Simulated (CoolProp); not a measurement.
Vapour-liquid equilibrium of carbon dioxide (1) + hydrogen sulfide (2) at 281.7 K; x and y are mole fractions of (1).

Model: multi-fluid Helmholtz-energy mixture model, Span 1996 and Lemmon 2006; pair parameters Kunz 2012, in CoolProp.

### Question
Give the bubble pressure and the first vapour's composition at x = 0.275, 0.65, 0.8. Is there an azeotrope?

### Answer
x = 0.275: 26.96 bar, y = 0.564; x = 0.65: 36.86 bar, y = 0.773; x = 0.8: 39.99 bar, y = 0.856. No azeotrope shows between x = 0.05 and 0.95.

The pair parameters rest on a limited set of measurements; away from them the model extrapolates.
